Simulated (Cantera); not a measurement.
**Boron, boron nitride and boron oxide: B + O2 + H2**

A closed system holds: 1 mol B, 0.27 mol O2, 1 mol H2, equilibrated at 13.3 mbar.

Equilibrium computed with Cantera from the NASA thermochemical tables; the gas is ideal and each condensed phase is pure. Candidate condensed phases: B, B2O3, B3O3H3, H2O; 23 gas species. Mutual solubility and eutectic melting of coexisting phases are not modelled. The tables' values for BH2 are old estimates; treat these amounts as uncertain. Equilibrium is a limit: real reactors are often held back by kinetics, nucleation or transport.

From 1175 K to 1625 K the condensed part is B(s) + B2O3(l). From 1775 K to 2225 K the condensed part is B(s). The main B-bearing gas is B3O3H3 at 1175 K and HBO at 2225 K. The share of B in condensed phases is highest at 1175 K (99.7 %) and lowest at 2225 K (45.6 %).

| T (K) | x H2 | x HBO | x BO | x B2O2 | x H | x B2O3 | n B(s) | n B2O3(l) |
|---|---|---|---|---|---|---|---|---|
| 1175 | 0.999 | 0.000329 | 1.61e-8 | 2.51e-6 | 1.06e-6 | 2.99e-7 | 0.639 | 0.179 |
| 1325 | 0.995 | 0.00357 | 1.75e-6 | 0.000164 | 1.41e-5 | 2.75e-5 | 0.638 | 0.178 |
| 1475 | 0.970 | 0.0232 | 7.15e-5 | 0.00441 | 0.000111 | 0.000967 | 0.629 | 0.167 |
| 1625 | 0.817 | 0.0972 | 0.00144 | 0.0632 | 0.000552 | 0.0171 | 0.554 | 0.0709 |
| 1775 | 0.717 | 0.142 | 0.00770 | 0.112 | 0.00212 | 0.0160 | 0.483 | 0 |
| 1925 | 0.696 | 0.157 | 0.0243 | 0.108 | 0.00691 | 0.00694 | 0.470 | 0 |
| 2075 | 0.668 | 0.157 | 0.0601 | 0.0904 | 0.0189 | 0.00276 | 0.463 | 0 |
| 2225 | 0.629 | 0.140 | 0.118 | 0.0629 | 0.0445 | 0.000908 | 0.456 | 0 |
x: gas mole fraction; n: condensed amount in mol.
